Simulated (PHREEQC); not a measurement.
Consider water at 25 °C with 0.083 mol/kgw SrCl2, 0.00051 mol/kgw CO2 and 0.052 mol/kgw NaCl. Closed to the air; pH follows from the charge balance.

All values are PHREEQC results (ion-association model, phreeqc.dat), not measurements.

The ionic strength comes out as 0.301 mol/kgw. What activity coefficients do Cl-, SrHCO3+, Sr+2, HCO3-, Na+ get?

Cl- 0.69, SrHCO3+ 0.72, Sr+2 0.29, HCO3- 0.72, Na+ 0.73.

This is a speciation only: nothing precipitates in the calculation.
